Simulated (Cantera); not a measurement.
An adiabatic, constant-pressure homogeneous reactor starts with H2 : O2 : N2 = 1 : 0.602 : 3.67 (molar parts), equivalence ratio 0.83, at 1700 K and 500000 Pa.

Computed with Cantera and GRI-Mech 3.0 (53 species, 325 reactions). The hydrogen kinetics of GRI-Mech 3.0 are dated; newer H2 mechanisms differ, most at raised pressure.

**Question.** Predict: time of steepest temperature rise; temperature at 2.00 s; equilibrium temperature; x(H2) at 2.00 s; x(O2) at 2.00 s; x(NO) at 2.00 s; x(O) at 2.00 s; x(NO2) at 2.00 s; x(H2O2) at 2.00 s.

**Answer.** 
| Item | Value |
|---|---|
| time of steepest temperature rise | 2.11 µs |
| temperature at 2.00 s | 2789 K |
| equilibrium temperature | 2789 K |
| x(H2) at 2.00 s | 0.0129 (gas-phase equilibrium 0.0129) |
| x(O2) at 2.00 s | 0.0178 (gas-phase equilibrium 0.0178) |
| x(NO) at 2.00 s | 0.0103 (gas-phase equilibrium 0.0103) |
| x(O) at 2.00 s | 0.00312 (gas-phase equilibrium 0.00312) |
| x(NO2) at 2.00 s | 4.57e-6 (gas-phase equilibrium 4.57e-6) |
| x(H2O2) at 2.00 s | 6.74e-7 (gas-phase equilibrium 6.74e-7) |
